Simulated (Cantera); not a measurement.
Input: 1 mol CCl₄, 0.034 mol H₂, held at 1098 K and 1.10 mbar.

These are equilibrium values from Cantera (NASA tables, ideal gas, pure condensed phases), not measurements of a reactor. Candidate condensed phases: C, C₆H₆, C₇H₈, C₈H₁₈; 91 gas species. Kinetics and transport are ignored.

Base state: Cl₂ 0.924, Cl 0.0429, HCl 0.0327 (mole fractions); condensed: C(graphite).

What changes in the equilibrium state with this change: CCl₄ replaced by c-C₄F₈?


```
species           before   after
----------------  ------  ------
CF₄                    0   0.967
HF                     0  0.0332
Cl₂                0.924       0
Cl                0.0429       0
HCl               0.0327       0
C(graphite), mol   1.000    2.02
```
The feed counts by its element totals alone. Gases not in the tables: C₂F₆ and larger saturated fluorocarbons.

What changes in the equilibrium state with this change: H₂ from 0.034 to 0.65 mol?


```tsv
species	before	after
Cl₂	0.924	0.486
HCl	0.0327	0.483
Cl	0.0429	0.0311
C(graphite), mol	1.000	1.000
```
